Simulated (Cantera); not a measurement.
A perfectly stirred reactor is fed with NO : N2 = 1 : 1.2 (molar parts), at 0.230 bar; it is held at 1925 K, and followed from long to short residence time.

Detailed kinetics in Cantera: GRI-Mech 3.0 (53 species, 325 reactions).

**Question.** What does this change do: pressure from 0.230 bar to 1.01 bar?

**Answer.** 
```
quantity                 before     after
---------------------  --------  --------
x(NO) at τ = 4.00 s       0.260     0.158
x(N2O) at τ = 4.00 s    2.63e-5   1.08e-5
x(N2) at τ = 4.00 s       0.643     0.694
x(NO2) at τ = 4.00 s   0.000167  0.000263
x(O) at τ = 4.00 s     0.000248  0.000143
x(NO) at τ = 46.0 ms      0.451     0.441
x(N2O) at τ = 46.0 ms   8.24e-5   8.67e-5
x(N2) at τ = 46.0 ms      0.547     0.552
x(NO2) at τ = 46.0 ms   7.56e-5  0.000212
x(O) at τ = 46.0 ms     7.54e-5   4.39e-5
```

**Question.** What does this change do: pressure from 0.230 bar to 1.50 bar?

**Answer.** 
| quantity | before | after |
|---|---|---|
| x(NO) at τ = 4.00 s | 0.260 | 0.136 |
| x(N2O) at τ = 4.00 s | 2.63e-5 | 8.40e-6 |
| x(N2) at τ = 4.00 s | 0.643 | 0.705 |
| x(NO2) at τ = 4.00 s | 0.000167 | 0.000285 |
| x(O) at τ = 4.00 s | 0.000248 | 0.000122 |
| x(NO) at τ = 46.0 ms | 0.451 | 0.435 |
| x(N2O) at τ = 46.0 ms | 8.24e-5 | 8.67e-5 |
| x(N2) at τ = 46.0 ms | 0.547 | 0.555 |
| x(NO2) at τ = 46.0 ms | 7.56e-5 | 0.000283 |
| x(O) at τ = 46.0 ms | 7.54e-5 | 3.94e-5 |

**Question.** What does this change do: NO 1 to 5.7 parts?

**Answer.** 
```json
[
 {"quantity": "x(NO) at τ = 4.00 s", "before": "0.260", "after": "0.395"},
 {"quantity": "x(N2O) at τ = 4.00 s", "before": "2.63e-5", "after": "5.68e-5"},
 {"quantity": "x(N2) at τ = 4.00 s", "before": "0.643", "after": "0.389"},
 {"quantity": "x(NO2) at τ = 4.00 s", "before": "0.000167", "after": "0.000375"},
 {"quantity": "x(O) at τ = 4.00 s", "before": "0.000248", "after": "0.000367"},
 {"quantity": "x(NO) at τ = 46.0 ms", "before": "0.451", "after": "0.815"},
 {"quantity": "x(N2O) at τ = 46.0 ms", "before": "8.24e-5", "after": "0.000264"},
 {"quantity": "x(N2) at τ = 46.0 ms", "before": "0.547", "after": "0.179"},
 {"quantity": "x(NO2) at τ = 46.0 ms", "before": "7.56e-5", "after": "0.000193"},
 {"quantity": "x(O) at τ = 46.0 ms", "before": "7.54e-5", "after": "0.000111"}
]
```
